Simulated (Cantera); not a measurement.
A Cantera script and its output.

```python
import numpy as np
import cantera as ct

gas = ct.Solution("gri30.yaml")
gas.TPX = 1150, 70000, {'N2O': 1}
inlet = ct.Reservoir(gas, clone=True)

reactor = ct.IdealGasConstPressureReactor(gas, energy="off", clone=False)
exhaust = ct.Reservoir(gas, clone=True)
tau = [2, 0.55, 0.15, 0.041, 0.011, 0.003, 0.00082, 0.00022][0]
for a, b in ((inlet, reactor), (reactor, exhaust)):
    ct.MassFlowController(a, b, mdot=lambda t: reactor.mass / tau)
net = ct.ReactorNet([reactor])
show = ['N2O', 'NO2', 'N2', 'O', 'NO', 'O2']

rows = []
print(f"{'tau/s':>10s}{'T/K':>9s}" + "".join(f"{s:>11s}" for s in show))
for tau in [2, 0.55, 0.15, 0.041, 0.011, 0.003, 0.00082, 0.00022]:
    net.initial_time = 0.0
    net.advance(30 * tau)
    before = gas.X
    net.advance(40 * tau)
    drift = np.max(np.abs(gas.X - before) / (gas.X + 1e-9))
    rows.append([gas.T, *gas[show].X, drift])
    print(f"{tau:10.3e}{gas.T:9.1f}" + "".join(f"{x:11.3e}" for x in gas[show].X))
```

Output:

```
     tau/s      T/K        N2O        NO2         N2          O         NO         O2
 2.000e+00   1150.0  6.968e-01  1.370e-04  1.941e-01  6.898e-07  1.613e-02  9.289e-02
 5.500e-01   1150.0  8.892e-01  4.950e-05  7.075e-02  7.495e-07  6.155e-03  3.380e-02
 1.500e-01   1150.0  9.667e-01  1.275e-05  2.124e-02  7.698e-07  1.877e-03  1.014e-02
 4.100e-02   1150.0  9.906e-01  2.305e-06  5.970e-03  7.753e-07  5.307e-04  2.850e-03
 1.100e-02   1150.0  9.975e-01  2.654e-07  1.614e-03  7.761e-07  1.439e-04  7.703e-04
 3.000e-03   1150.0  9.993e-01  2.335e-08  4.405e-04  7.745e-07  3.928e-05  2.100e-04
 8.200e-04   1150.0  9.998e-01  1.806e-09  1.200e-04  7.677e-07  1.065e-05  5.693e-05
 2.200e-04   1150.0  1.000e+00  1.236e-10  3.170e-05  7.431e-07  2.767e-06  1.478e-05
```

Cantera simulation using GRI-Mech 3.0 (53 species, 325 reactions); the numbers are that mechanism's predictions, not measurements. GRI-Mech 3.0 was tuned for natural gas; its chemistry of N2O as a main component is partial and can be far from experiment. The mechanism lacks the step 2 NO + O2 → 2 NO2, which can matter for NO2 below about 1400 K. The temperature is held fixed by assumption; the heat of reaction is taken as removed at once.
